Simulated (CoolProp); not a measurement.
Model: reference Helmholtz-energy equation of state, Thol 2017, in CoolProp.

Give the vapour pressure (MPa), liquid density (kg/m³), vapour Z, surface tension (mN/m) of saturated octamethyltrisiloxane (MDM) at 448.4 K.


```csv
T (K),p (MPa),liquid density (kg/m³),vapour Z,surface tension (mN/m)
448.4,0.177,645,0.889,4.90
```

Surface tension comes from a separate correlation (Mulero 2014), older than this fluid's equation and unchecked against measurements.
